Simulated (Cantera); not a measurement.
Charge: 1 mol SiH2Cl2, 22 mol N2, 1.1 mol H2.

Equilibrium computed with Cantera from the NASA thermochemical tables; the gas is ideal and each condensed phase is pure. Candidate condensed phases: NH4Cl, Si, Si3N4; 28 gas species. The tables' values for SiCl3 are old estimates. The numbers say what is thermodynamically allowed, not how fast it happens.

Stable condensed phases, one row left out:

```
T in K \ P in Pa
              5     13     36     98    260    710   1900   5100  14000  37000 100000
   2048       A      A      A      A      A      B      B      B      B      C      C
   1998       A      A      A      A      A      B      B      B      B      C      C
   1898       A      A      A      A      B      B      B      C      C      C      C
   1848       A      A      A      B      B      B      B      C      C      C      C
   1798       A      A      B      B      B      B      C      C      C      C      C
   1748       A      A      B      B      B      C      C      C      C      C      C
   1698       A      B      B      B      C      C      C      C      C      C      C
   1648       B      B      B      C      C      C      C      C      C      C      C
```

A: gas only; B: Si; C: Si3N4.

Question: Give the row for 1948 K.

Answer: 5: gas only; 13: gas only; 36: gas only; 98: gas only; 260: Si; 710: Si; 1900: Si; 5100: Si; 14000: Si3N4; 37000: Si3N4; 100000: Si3N4.
